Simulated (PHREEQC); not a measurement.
A solution holds 0.014 mol/kgw MgCl2, 0.0018 mol/kgw CO2 and 0.069 mol/kgw MgSO4, at 45 °C. Closed to the air; pH follows from the charge balance.

Computed with PHREEQC (ion-association model, phreeqc.dat).

| quantity | before | after |
|---|---|---|
| pH | 4.65 | 4.49 |
| ionic strength (mol/kgw) | 0.146 | 0.0420 |
| Mg+2 (mol/kgw) | 0.0400 | 0.0140 |
| MgOH+ (mol/kgw) | 1.63e-8 | 5.05e-9 |

Problem. Name the change that produced these shifts.
(A) diluted 5-fold with water
(B) MgSO4 left out
(C) diluted 100-fold with water
(D) CO2 from 0.0018 to 0.0036 mol/kgw
(E) CO2 left out

Solution. B, MgSO4 left out

No solid was allowed to form. Away from 25 °C the constants follow the database's enthalpies or fits; those with neither stay at their 25 °C values.
